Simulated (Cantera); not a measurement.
An adiabatic, constant-volume homogeneous reactor starts with 11.8 % CO, 13.0 % H₂, 4.85 % CH₄, 14.8 % O₂, 55.5 % N₂, equivalence ratio 1.5, at 1123 K and 9.28 atm.

Detailed kinetics in Cantera: GRI-Mech 3.0 (53 species, 325 reactions). Above 3000 K some thermodynamic fits are extrapolated.

### Question
Predict: time of steepest temperature rise; temperature at 1.00 s; equilibrium temperature; x(CO) at 1.00 s; x(H₂) at 1.00 s; x(OH) at 1.00 s; x(CO₂) at 1.00 s; x(H₂O) at 1.00 s.

### Answer
* **time of steepest temperature rise**: 0.268 ms
* **temperature at 1.00 s**: 3020 K
* **equilibrium temperature**: 3020 K
* **x(CO) at 1.00 s**: 0.114 (gas-phase equilibrium 0.114)
* **x(H₂) at 1.00 s**: 0.0468 (gas-phase equilibrium 0.0468)
* **x(OH) at 1.00 s**: 0.00966 (gas-phase equilibrium 0.00966)
* **x(CO₂) at 1.00 s**: 0.0594 (gas-phase equilibrium 0.0594)
* **x(H₂O) at 1.00 s**: 0.181 (gas-phase equilibrium 0.181)
